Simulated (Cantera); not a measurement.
Feed: 1 mol Si, 1.5 mol HCl, 5.5 mol H₂, held at 675 °C and 18.0 bar.

These are equilibrium values from Cantera (NASA tables, ideal gas, pure condensed phases), not measurements of a reactor. Candidate condensed phases: Si; 19 gas species. The tables' values for SiCl₃ are old estimates; treat these amounts as uncertain. Equilibrium is a limit: real reactors are often held back by kinetics, nucleation or transport.

Base state: H₂ 0.927, SiHCl₃ 0.0396, SiCl₄ 0.0235, SiH₂Cl₂ 0.00678, HCl 0.00247, SiH₃Cl 0.000290, SiCl₃ 8.33e-5, SiCl₂ 1.00e-5 (mole fractions); condensed: Si(s).

Task: What changes in the equilibrium state with this change: HCl from 1.5 to 3.4 mol?

Result: 
| species | before | after |
|---|---|---|
| H₂ | 0.927 | 0.870 |
| SiHCl₃ | 0.0396 | 0.0636 |
| SiCl₄ | 0.0235 | 0.0551 |
| SiCl₃ | 8.33e-5 | 0.000138 |
| HCl | 0.00247 | 0.00339 |
| Si(s), mol | 0.540 | 0 |
